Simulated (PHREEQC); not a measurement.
A solution holds 0.093 mol H2SO4, 0.05 mol Li2SO4 and 0.018 mol MgSO4 per kg of water, at 25 °C. Closed to the air; pH follows from the charge balance.

Equilibrium calculation in PHREEQC: ion-association model, phreeqc.dat.

Q: The ionic strength comes out as 0.251 mol/kgw. What activity coefficients do HSO4-, SO4-2, LiSO4-, H+, Li+ get?

A: HSO4- 0.74, SO4-2 0.27, LiSO4- 0.72, H+ 0.79, Li+ 0.74.

This is a speciation only: nothing precipitates in the calculation.
